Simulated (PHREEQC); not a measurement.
Solution (23 °C): 0.0017 mol/kgw HBr, 0.0066 mol/kgw FeCl3 and 0.024 mol/kgw CuCl2. Closed to the air; pH follows from the charge balance.

The numbers come from PHREEQC with the ion-association model, phreeqc.dat.

No solid was allowed to form.

**Question.** Estimate the pH, ionic strength, density.

**Answer.** pH 2.42; ionic strength 0.102 mol/kgw; density 1.001 g/cm³.

**Question.** In which forms is Fe present?

**Answer.** Fe+3 33 %, FeOH+2 23 %, FeCl+2 22 %, Fe2(OH)2+4 16 %, Fe3(OH)4+5 2.6 %, FeCl2+ 2.5 % of the Fe.

Saturation is exceeded, for instance for Hematite (slow to form), Goethite (slow to form); the values hold only as long as no solid forms. Complexes and solids missing from the database can't appear.
